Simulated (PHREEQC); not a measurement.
Make-up at 20 °C: 0.086 mol/kgw AgF and 0.0015 mol/kgw HNO3. Closed to the air; pH follows from the charge balance.

Model: ion-association model, wateq4f.dat, run in PHREEQC.

| quantity | before | after |
|---|---|---|
| pH | 4.84 | 4.53 |
| ionic strength (mol/kgw) | 0.0771 | 0.0773 |
| F- (mol/kgw) | 0.0753 | 0.0737 |
| H2F2 (mol/kgw) | 4.19e-6 | 1.67e-5 |

Task: What was changed between the two runs?
A) AgF from 0.086 to 0.0946 mol/kgw
B) AgF from 0.086 to 0.129 mol/kgw
C) HNO3 from 0.0015 to 0.003 mol/kgw
D) AgF replaced by HF at the same molality
E) AgF from 0.086 to 0.0774 mol/kgw

Result: C, HNO3 from 0.0015 to 0.003 mol/kgw

No solid was allowed to form.
